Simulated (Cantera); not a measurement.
Input (Python, Cantera):

```python
import numpy as np
import cantera as ct

surf = ct.Interface("diamond.yaml", "diamond_100")
gas, bulk = surf.adjacent["gas"], surf.adjacent["diamond"]
k = surf.kinetics_species_index(bulk.species_names[0])
cover = ["c6HH", "c6H*", "c6*H", "c6**", "c6HM", "c6B"]

rows, drift = [], 0.0
print(f"{'xCH3':>10s}{'um/h':>11s}" + "".join(f"{s:>11s}" for s in cover))
for v in [1e-06, 2.4e-06, 6e-06, 1.5e-05, 3.6e-05, 8.8e-05, 0.00022, 0.00053, 0.0013]:
    T, P, xH, xCH3 = 1000, 4900, 0.0082, v
    gas.TPX = T, P, {"H": xH, "CH3": xCH3, "CH4": 0.0032, "H2": 1 - xH - xCH3 - 0.0032}
    surf.TP = bulk.TP = T, P
    surf.coverages = "c6H*:0.1, c6HH:0.9"
    surf.advance_coverages(100.0)
    before = surf.coverages
    surf.advance_coverages(100.0)
    drift = max(drift, np.max(np.abs(surf.coverages - before) / (surf.coverages + 1e-9)))
    rate = surf.net_production_rates[k] * bulk.mean_molecular_weight / bulk.density * 3.6e9
    rows.append([rate, *surf[cover].coverages])
    print(f"{v:10.4g}{rate:11.4e}" + "".join(f"{x:11.3e}" for x in rows[-1][1:]))
```

It prints:

```
      xCH3       um/h       c6HH       c6H*       c6*H       c6**       c6HM        c6B
     1e-06 2.5427e-02  5.969e-01  1.839e-02  3.749e-01  9.756e-03  6.507e-05  6.900e-11
   2.4e-06 6.1016e-02  5.968e-01  1.839e-02  3.748e-01  9.754e-03  1.561e-04  1.656e-10
     6e-06 1.5248e-01  5.966e-01  1.839e-02  3.747e-01  9.750e-03  3.902e-04  4.138e-10
   1.5e-05 3.8086e-01  5.962e-01  1.837e-02  3.744e-01  9.739e-03  9.747e-04  1.033e-09
   3.6e-05 9.1212e-01  5.951e-01  1.834e-02  3.737e-01  9.715e-03  2.334e-03  2.475e-09
   8.8e-05 2.2180e+00  5.924e-01  1.825e-02  3.719e-01  9.654e-03  5.676e-03  6.019e-09
   0.00022 5.4722e+00  5.857e-01  1.804e-02  3.676e-01  9.503e-03  1.401e-02  1.485e-08
   0.00053 1.2789e+01  5.707e-01  1.755e-02  3.577e-01  9.163e-03  3.274e-02  3.471e-08
    0.0013 2.9208e+01  5.369e-01  1.647e-02  3.357e-01  8.405e-03  7.479e-02  7.926e-08
```

Computed with Cantera and the Harris–Goodwin 1993 mechanism for the reconstructed diamond (100) surface.
